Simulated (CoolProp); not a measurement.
The fluid at 247.02 K and 1.11 MPa is throttled through a valve to 0.262 MPa with no heat exchange. The same conditions are run with several fluids, on thermodynamics alone (safety and materials aside).

Computed with CoolProp (reference Helmholtz-energy equation of state of each fluid (fluorine: de Reuck 1990; normal hydrogen: Leachman 2009; nitrogen: Span 2000; CF4 (R14): Platzer 1990; ethylene: Smukala 2000)). The equations of Platzer and Polt are older, rougher fits.

Problem. Rank fluorine, normal hydrogen, nitrogen, CF4 (R14), ethylene by temperature change (K), highest first.

Solution. normal hydrogen (+0.2), fluorine (-2.3), nitrogen (-2.7), CF4 (R14) (-7.7), ethylene (-15.6)

```tsv
fluid	final density (kg/m³)
fluorine	4.91
normal hydrogen	0.257
nitrogen	3.62
CF4 (R14)	11.8
ethylene	3.95
```
